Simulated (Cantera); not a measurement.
Charge: 1 mol n-butane, 1 mol CO₂, 5.9 mol H₂, equilibrated at 13.3 mbar.

Equilibrium computed with Cantera from the NASA thermochemical tables; the gas is ideal and each condensed phase is pure. Candidate condensed phases: C, C₆H₆, C₇H₈, C₈H₁₈, H₂O; 110 gas species. Equilibrium is a limit: real reactors are often held back by kinetics, nucleation or transport.

x: gas mole fraction; n: condensed amount in mol.

| T (°C) | x H₂ | x H | x CO | x C₂H₂ (acetylene) | x C₃ | x C₂H | n C(graphite) |
|---|---|---|---|---|---|---|---|
| 1550 | 0.842 | 0.00344 | 0.155 | 0.000178 | 1.72e-11 | … | 3.00 |
| 1650 | 0.838 | 0.00747 | 0.154 | 0.000378 | 2.89e-10 | … | 2.99 |
| 1750 | 0.830 | 0.0150 | 0.154 | 0.000742 | 3.64e-9 | … | 2.98 |
| 1850 | 0.818 | 0.0281 | 0.153 | 0.00135 | 3.59e-8 | … | 2.96 |
| 1950 | 0.797 | 0.0495 | 0.151 | 0.00231 | 2.87e-7 | … | 2.94 |
| 2050 | 0.765 | 0.0825 | 0.149 | 0.00370 | 1.91e-6 | … | 2.90 |
| 2150 | 0.719 | 0.130 | 0.145 | 0.00557 | 1.08e-5 | … | 2.84 |
| 2250 | 0.657 | 0.195 | 0.140 | 0.00782 | 5.31e-5 | … | 2.77 |
| 2350 | 0.578 | 0.277 | 0.133 | 0.0102 | 0.000230 | … | 2.66 |
| 2450 | 0.486 | 0.374 | 0.126 | 0.0124 | 0.000893 | … | 2.51 |
| 2550 | 0.385 | 0.477 | 0.117 | 0.0139 | 0.00314 | … | 2.25 |
| 2650 | 0.286 | 0.574 | 0.108 | 0.0141 | 0.0101 | … | 1.65 |

Task: Some entries are withheld; supply them.

Result: 
- 1550, x C₂H: 7.02e-9
- 1650, x C₂H: 4.80e-8
- 1750, x C₂H: 2.71e-7
- 1850, x C₂H: 1.29e-6
- 1950, x C₂H: 5.30e-6
- 2050, x C₂H: 1.91e-5
- 2150, x C₂H: 6.11e-5
- 2250, x C₂H: 0.000175
- 2350, x C₂H: 0.000452
- 2450, x C₂H: 0.00106
- 2550, x C₂H: 0.00225
- 2650, x C₂H: 0.00435
